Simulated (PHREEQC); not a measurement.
Consider water at 25 °C with 0.13 mol KOH and 4.9e-05 mol H4SiO4 per kg of water. Closed to the air; pH follows from the charge balance.

All values are PHREEQC results (ion-association model, phreeqc.dat), not measurements.

Precipitation was switched off in this run.

Q: Predict the pH, specific conductance.

A: pH 12.98; specific conductance 28800 µS/cm.

Q: In which forms is Si present?

A: H2SiO4-2 58 %, H3SiO4- 42 % of the Si.
